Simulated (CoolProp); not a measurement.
Computed with CoolProp (reference Helmholtz-energy equation of state, Zhou 2012).

Problem. For p-xylene, give the phase and the cp (kJ/(kg K)), isothermal compressibility (1/MPa), Prandtl number, fugacity coefficient at 620 K and 12.9 MPa; 620 K and 16.5 MPa.

Solution. 
- 620 K and 12.9 MPa: supercritical; cp 2.81, isothermal compressibility 0.0119, Prandtl number 2.71, fugacity coefficient 0.265
- 620 K and 16.5 MPa: supercritical; cp 2.75, isothermal compressibility 0.00876, Prandtl number 2.77, fugacity coefficient 0.236

Viscosity comes from a separate model (Balogun 2015). Thermal conductivity comes from a separate model (Mylona 2014).
